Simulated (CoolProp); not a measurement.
n-perfluoropentane at several states: fugacity coefficient from the reference equation and from simpler models built on Tc = 147.9 °C, pc = 20.63 bar, ω = 0.436; each cubic takes its own stable root.

Values from CoolProp's reference Helmholtz-energy equation of state, Gao 2022.

```
T (°C)  p (bar)   phase  reference  van der Waals  Redlich-Kwong
------  -------  ------  ---------  -------------  -------------
114.05     1.39     gas        ___         0.9756            ___
177.45     13.1     gas        ___         0.8420            ___
3.15         24  liquid    0.01684         0.1413        0.04890
```

Problem. Fill in the missing entries.

Solution. 
- 114.05, reference: 0.9693
- 114.05, Redlich-Kwong: 0.9710
- 177.45, reference: 0.8361
- 177.45, Redlich-Kwong: 0.8287
